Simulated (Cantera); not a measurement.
Charge: 1 mol Al₂O₃, 6.1 mol Cl₂, 9.1 mol H₂, held at 0.0825 Torr.

Method: chemical equilibrium by Gibbs-energy minimisation in Cantera with the NASA 1993 tables (ideal gas, pure condensed phases). Candidate condensed phases: Al, AlCl₃, Al₂O₃, H₂O; 29 gas species. The tables' values for AlCl₂ are old estimates; treat these amounts as uncertain. Condensed phases not in the tables: AlOCl. Rates play no part.

x: gas mole fraction; n: condensed amount in mol.

```json
[
 {"T (K)": "850", "x HCl": "0.803", "x H₂": "0.197", "x Cl": "3.54e-9", "x H": "8.68e-10", "x H₂O": "?", "x AlCl": "<1e-12", "x AlCl₃": "1.10e-5", "n Al₂O₃(s)": "1.000"},
 {"T (K)": "950", "x HCl": "0.803", "x H₂": "0.197", "x Cl": "9.12e-8", "x H": "2.36e-8", "x H₂O": "?", "x AlCl": "<1e-12", "x AlCl₃": "2.89e-5", "n Al₂O₃(s)": "1.000"},
 {"T (K)": "1050", "x HCl": "0.802", "x H₂": "0.197", "x Cl": "1.27e-6", "x H": "3.44e-7", "x H₂O": "?", "x AlCl": "5.76e-11", "x AlCl₃": "6.24e-5", "n Al₂O₃(s)": "1.000"},
 {"T (K)": "1150", "x HCl": "0.802", "x H₂": "0.197", "x Cl": "1.13e-5", "x H": "3.16e-6", "x H₂O": "?", "x AlCl": "3.17e-9", "x AlCl₃": "0.000117", "n Al₂O₃(s)": "0.999"},
 {"T (K)": "1250", "x HCl": "0.802", "x H₂": "0.197", "x Cl": "7.11e-5", "x H": "2.05e-5", "x H₂O": "?", "x AlCl": "9.05e-8", "x AlCl₃": "0.000198", "n Al₂O₃(s)": "0.998"},
 {"T (K)": "1350", "x HCl": "0.801", "x H₂": "0.197", "x Cl": "0.000341", "x H": "0.000101", "x H₂O": "?", "x AlCl": "1.54e-6", "x AlCl₃": "0.000305", "n Al₂O₃(s)": "0.998"},
 {"T (K)": "1450", "x HCl": "0.799", "x H₂": "0.198", "x Cl": "0.00132", "x H": "0.000401", "x H₂O": "?", "x AlCl": "1.70e-5", "x AlCl₃": "0.000424", "n Al₂O₃(s)": "0.996"},
 {"T (K)": "1550", "x HCl": "0.794", "x H₂": "0.198", "x Cl": "0.00428", "x H": "0.00134", "x H₂O": "?", "x AlCl": "0.000122", "x AlCl₃": "0.000498", "n Al₂O₃(s)": "0.995"},
 {"T (K)": "1650", "x HCl": "0.782", "x H₂": "0.199", "x Cl": "0.0119", "x H": "0.00387", "x H₂O": "?", "x AlCl": "0.000540", "x AlCl₃": "0.000441", "n Al₂O₃(s)": "0.991"},
 {"T (K)": "1750", "x HCl": "0.755", "x H₂": "0.201", "x Cl": "0.0288", "x H": "0.00994", "x H₂O": "?", "x AlCl": "0.00157", "x AlCl₃": "0.000295", "n Al₂O₃(s)": "0.982"},
 {"T (K)": "1850", "x HCl": "0.702", "x H₂": "0.204", "x Cl": "0.0607", "x H": "0.0232", "x H₂O": "?", "x AlCl": "0.00350", "x AlCl₃": "0.000163", "n Al₂O₃(s)": "0.966"}
]
```

Problem. Some entries are withheld; supply them.

Solution. 
- 850, x H₂O: 1.66e-5
- 950, x H₂O: 4.33e-5
- 1050, x H₂O: 9.36e-5
- 1150, x H₂O: 0.000176
- 1250, x H₂O: 0.000298
- 1350, x H₂O: 0.000468
- 1450, x H₂O: 0.000703
- 1550, x H₂O: 0.00108
- 1650, x H₂O: 0.00182
- 1750, x H₂O: 0.00336
- 1850, x H₂O: 0.00622
